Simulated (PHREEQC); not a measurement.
A solution holds 0.091 mol NH4HF2, 0.000265 mol H2SiF6, 0.0053 mol H3AsO4 and 0.21 mol H2SO4 per kg of water, at 25 °C. Closed to the air; pH follows from the charge balance.

All values are PHREEQC results (ion-association model, wateq4f.dat), not measurements.

```
Property                   Value
-----------------  -------------
pH                          0.88
ionic strength     0.284 mol/kgw
activity of water          0.990
total alkalinity     -518 meq/kg
```

```tsv
species	molality	activity	log γ
H+	0.167	0.131	-0.106
HSO4-	0.165	0.116	-0.152
HF	0.111	0.119	0.028
NH4+	0.0812	0.0597	-0.134
SO4-2	0.0356	0.00914	-0.591
H2F2	0.0345	0.0368	0.028
NH4SO4-	0.00980	0.00702	-0.145
H3AsO4	0.00502	0.00536	0.028
F-	0.000894	0.000607	-0.168
HF2-	0.000408	0.000277	-0.168
H2AsO4-	0.000280	0.000206	-0.134
```

No solid was allowed to form. wateq4f.dat counts part of the HF as a dimer, H2F2, which phreeqc.dat doesn't know; its constant is uncertain. SiF6-2 is the database's only silicon fluoride.
